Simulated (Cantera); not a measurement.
Cantera run, input and output.

```python
import numpy as np
import cantera as ct

gas = ct.Solution("gri30.yaml")
gas.TPX = 1423, 30000, {'C2H4': 1, 'O2': 1.2, 'N2': 4.51, 'H2O': 0.83}
reactor = ct.IdealGasReactor(gas, energy="on", clone=False)
net = ct.ReactorNet([reactor])
net.rtol, net.atol = 1e-08, 1e-16
show = ['C2H4', 'O2', 'H2O', 'CH2', 'HO2', 'C2H6', 'NO2']
times = np.geomspace(5e-06, 0.7, 15)

steps = ct.SolutionArray(gas, extra=["t"])
rows = []
print(f"{'t/s':>10s}{'T/K':>9s}{'P/Pa':>11s}" + "".join(f"{s:>11s}" for s in show))
for t in times:
    while net.time < t:
        t_next = net.step()
        steps.append(gas.state, t=t_next)
    rows.append([np.interp(t, steps.t, y) for y in (steps.T, steps.P, *steps(*show).X.T)])
    print(f"{t:10.3e}{rows[-1][0]:9.1f}{rows[-1][1]:11.4g}" + "".join(f"{x:11.3e}" for x in rows[-1][2:]))
rate = np.gradient(steps.T, steps.t)
print("integrator steps:", len(steps.t))
if steps.T.max() > steps.T[0] + 200:
    print(f"time of steepest temperature rise: {steps.t[rate.argmax()]:.4e} s")
gas.TPX = 1423, 30000, {'C2H4': 1, 'O2': 1.2, 'N2': 4.51, 'H2O': 0.83}
gas.equilibrate("UV")
print(f"equilibrium (UV): T = {gas.T:.1f} K  " + "  ".join(f"{s} {gas[s].X[0]:.3e}" for s in show))
```

Output:

```
       t/s      T/K       P/Pa       C2H4         O2        H2O        CH2        HO2       C2H6        NO2
 5.000e-06   1423.0      3e+04  1.326e-01  1.592e-01  1.101e-01  1.366e-14  3.444e-09  4.638e-14  3.548e-26
 1.166e-05   1423.0      3e+04  1.326e-01  1.592e-01  1.101e-01  1.257e-13  2.118e-08  7.005e-13  1.835e-24
 2.717e-05   1423.0      3e+04  1.326e-01  1.591e-01  1.101e-01  2.824e-12  3.555e-07  1.861e-11  7.180e-22
 6.334e-05   1423.5  3.002e+04  1.322e-01  1.588e-01  1.101e-01  1.817e-08  1.105e-04  1.107e-07  1.627e-16
 1.477e-04   2745.6  7.043e+04  1.798e-05  2.829e-05  1.331e-01  1.408e-04  2.223e-08  8.334e-08  2.125e-09
 3.442e-04   2712.0  7.137e+04  3.562e-09  2.280e-05  1.107e-01  1.275e-06  1.966e-08  6.467e-12  6.730e-09
 8.025e-04   2659.3  7.026e+04  9.524e-18  4.707e-05  1.087e-01  9.692e-12  3.484e-08  1.136e-22  7.774e-09
 1.871e-03   2634.4  6.972e+04  2.879e-18  6.240e-05  1.080e-01  4.732e-12  4.262e-08  2.212e-23  6.436e-09
 4.361e-03   2633.0  6.969e+04  2.686e-18  6.416e-05  1.080e-01  4.575e-12  4.353e-08  2.020e-23  5.324e-09
 1.017e-02   2633.4   6.97e+04  2.664e-18  6.446e-05  1.080e-01  4.554e-12  4.373e-08  1.994e-23  4.616e-09
 2.370e-02   2633.5   6.97e+04  2.660e-18  6.452e-05  1.080e-01  4.550e-12  4.377e-08  1.989e-23  4.472e-09
 5.525e-02   2633.5   6.97e+04  2.660e-18  6.452e-05  1.080e-01  4.549e-12  4.377e-08  1.989e-23  4.469e-09
 1.288e-01   2633.5   6.97e+04  2.660e-18  6.452e-05  1.080e-01  4.549e-12  4.377e-08  1.989e-23  4.469e-09
 3.003e-01   2633.5   6.97e+04  2.660e-18  6.452e-05  1.080e-01  4.549e-12  4.377e-08  1.989e-23  4.469e-09
 7.000e-01   2633.5   6.97e+04  2.660e-18  6.452e-05  1.080e-01  4.549e-12  4.377e-08  1.989e-23  4.469e-09
integrator steps: 1684
time of steepest temperature rise: 1.0773e-04 s
equilibrium (UV): T = 2633.5 K  C2H4 2.878e-18  O2 6.452e-05  H2O 1.080e-01  CH2 4.847e-12  HO2 4.377e-08  C2H6 2.430e-23  NO2 4.469e-09
```

Cantera simulation using GRI-Mech 3.0 (53 species, 325 reactions); the numbers are that mechanism's predictions, not measurements. GRI-Mech 3.0 was tuned for natural gas; its chemistry of ethylene as a main component is partial and can be far from experiment.
